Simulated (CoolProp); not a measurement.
Vapour-liquid equilibrium of m-xylene (1) + o-xylene (2) at 305.5 K; x and y are mole fractions of (1).

The numbers come from the multi-fluid Helmholtz-energy mixture model, Zhou 2012 and Zhou 2012; pair parameters Bell 2016 in CoolProp.

Question: Give the bubble pressure and the first vapour's composition at x = 0.35, 0.5, 0.8. Is there an azeotrope?

Answer: x = 0.35: 0.001476 MPa, y = 0.402; x = 0.5: 0.001528 MPa, y = 0.556; x = 0.8: 0.001628 MPa, y = 0.832. No azeotrope shows between x = 0.05 and 0.95.

Pair parameters are fitted to limited data, so mixtures are less certain than the pure fluids.
